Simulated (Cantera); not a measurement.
Cantera run:

```python
import numpy as np
import cantera as ct

gas_names = """
    C CH CH2 CH3 CH4 C2 C2H C2H2,acetylene C2H2,vinylidene C2H3,vinyl C2H4 C2H5 C2H6 C3 C3H3,propargyl
    C3H4,allene C3H4,propyne C3H4,cyclo- C3H5,allyl C3H6,propylene C3H6,cyclo- C3H7,n-propyl
    C3H7,i-propyl C3H8 C4 C4H2 C4H4,1,3-cyclo- C4H6,butadiene C4H6,2-butyne C4H6,cyclo- C4H8,1-butene
    C4H8,cis2-buten C4H8,tr2-butene C4H8,isobutene C4H8,cyclo- C4H9,n-butyl C4H9,i-butyl C4H9,s-butyl
    C4H9,t-butyl C4H10,isobutane C4H10,n-butane C5 C5H6,1,3cyclo- C5H8,cyclo- C5H10,1-pentene
    C5H10,cyclo- C5H11,pentyl C5H11,t-pentyl C5H12,n-pentane C5H12,i-pentane CH3C(CH3)2CH3 C6H2
    C6H5,phenyl C6H6 C6H10,cyclo- C6H12,1-hexene C6H12,cyclo- C6H13,n-hexyl C7H7,benzyl C7H8
    C7H14,1-heptene C7H15,n-heptyl C7H16,n-heptane C8H8,styrene C8H10,ethylbenz C8H16,1-octene
    C8H17,n-octyl C8H18,isooctane C8H18,n-octane C9H19,n-nonyl C10H8,naphthale C10H21,n-decyl
    C12H9,o-bipheny C12H10,bipheny H H2 Si SiC SiC2 SiC4H12 SiH SiH2 SiH3 SiH4 Si2 Si2C Si3
""".split()
cond_names = """
    C(gr) C6H6(L) C7H8(L) C8H18(L),n-octa Si(cr) Si(L) SiC(b)
""".split()


def load(file, names, dense=False):
    # The tables refer to 1 bar. Condensed volumes are neglected.
    table = {s.name: s for s in ct.Species.list_from_file(file)}
    out = []
    for n in names:
        d = dict(table[n].input_data)
        d["thermo"] = dict(d["thermo"], **{"reference-pressure": 1e5})
        if dense:
            d["equation-of-state"] = {"model": "constant-volume", "density": "1e6 g/cm^3"}
        out.append(ct.Species.from_dict(d))
    return out


gas = ct.Solution(thermo="ideal-gas", species=load("nasa_gas.yaml", gas_names))
cond = {s.name: ct.Solution(thermo="fixed-stoichiometry", species=[s], name=s.name)
        for s in load("nasa_condensed.yaml", cond_names, dense=True)}
atoms = {
    'Si(CH3)4': {'Si': 1, 'C': 4, 'H': 12},
    'C2H4': {'C': 2, 'H': 4},
    'H2': {'H': 2},
    'CH4': {'C': 1, 'H': 4},
}
top_T = {'C(gr)': 4500, 'SiC(b)': 3050}  # K; cautious upper limits of use, not melting points


def equilibrate(T, P, feed):
    n = {}
    for name, mol in feed.items():
        for a, k in atoms[name].items():
            n[a] = n.get(a, 0.0) + k * mol
    gas.TPX = T, P, n
    mass = sum(n.values()) * gas.mean_molecular_weight
    gas.equilibrate("TP")
    valid = [c for c in cond.values() if c.min_temp <= T <= top_T.get(c.name, c.max_temp)]
    mix = ct.Mixture([(gas, mass / gas.mean_molecular_weight)] + [(c, 0.0) for c in valid])
    mix.T, mix.P = T, P
    mix.equilibrate("TP", solver="vcs", rtol=1e-11, max_steps=5000)
    return mix


results = []
feed = {'Si(CH3)4': 1, 'C2H4': 0.025, 'H2': 13, 'CH4': 0.76}  # mol
T = 1523  # K
P = 230  # Pa
mix = equilibrate(T, P, feed)
results.append((T, P, feed, dict(zip(mix.species_names, mix.species_moles))))
x = sorted(zip(gas.X, gas.species_names), reverse=True)
print(f"T = {T:g} K  P = {P:g} Pa  gas = {mix.phase_moles(0):.4g} mol")
print("   x: " + "  ".join(f"{s} {v:.3e}" for v, s in x if v > 1e-05))
print("   condensed (mol): " + ("  ".join(f"{mix.phase(i).name} {mix.phase_moles(i):.4g}"
      for i in range(1, mix.n_phases) if mix.phase_moles(i) > 1e-12) or "none"))
```

Output:

```
T = 1523 K  P = 230 Pa  gas = 20.57 mol
   x: H2 9.995e-01  H 4.818e-04  C2H2,acetylene 1.181e-05
   condensed (mol): C(gr) 3.809  SiC(b) 1
```

Method: chemical equilibrium by Gibbs-energy minimisation in Cantera with the NASA 1993 tables (ideal gas, pure condensed phases).
